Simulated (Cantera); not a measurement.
## Gas-phase reforming

A perfectly stirred reactor is fed with 70.4 % CH4, 29.6 % CO2, at 30.0 bar; it is held at 1400 K, and followed from long to short residence time.

Model: GRI-Mech 3.0 (53 species, 325 reactions), integrated in Cantera. GRI-Mech 3.0 stops at C3 and has no aromatics, soot or wall deposition, so with more carbon than oxygen in the feed, carbon stays in small species such as C2H2 where larger ones or solid carbon would form. The pressure lies above the range GRI-Mech 3.0 was tuned for (to about 10 atm).

```json
[
 {"τ (s)": "8.7", "x CH4": "0.417", "x CO2": "0.104", "x H2O": "0.117", "x C2H4": "0.0523", "x O2": "<1e-12"},
 {"τ (s)": "2.4", "x CH4": "0.429", "x CO2": "0.130", "x H2O": "0.117", "x C2H4": "0.0595", "x O2": "<1e-12"},
 {"τ (s)": "0.64", "x CH4": "0.485", "x CO2": "0.188", "x H2O": "0.0777", "x C2H4": "0.0505", "x O2": "<1e-12"},
 {"τ (s)": "0.17", "x CH4": "0.593", "x CO2": "0.263", "x H2O": "0.0180", "x C2H4": "0.0247", "x O2": "<1e-12"},
 {"τ (s)": "0.047", "x CH4": "0.667", "x CO2": "0.289", "x H2O": "0.00189", "x C2H4": "0.00801", "x O2": "<1e-12"},
 {"τ (s)": "0.013", "x CH4": "0.694", "x CO2": "0.295", "x H2O": "0.000149", "x C2H4": "0.00235", "x O2": "<1e-12"},
 {"τ (s)": "0.0035", "x CH4": "0.702", "x CO2": "0.296", "x H2O": "1.14e-5", "x C2H4": "0.000375", "x O2": "<1e-12"}
]
```
x: mole fraction; the columns are a selection and need not sum to one.
